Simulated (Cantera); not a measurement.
## Ignition delay

Mixture: 33.5 % H2, 14.0 % O2, 52.6 % N2, equivalence ratio 1.2, at 1.01 bar, adiabatic and at constant volume. Ignition delay is the time to a rise of 400 K.

Computed with Cantera and GRI-Mech 3.0 (53 species, 325 reactions). Below about 950 K walls govern HO2 and H2O2 in real vessels. Where the delays flatten at high temperature, the 400 K rule measures the pace of heat release, not the induction time.

```csv
T0 (K),delay (ms)
948,10.7
1048,0.145
1148,0.0613
1248,0.0351
1348,0.0231
1448,0.0170
1548,0.0136
1648,0.0119
```
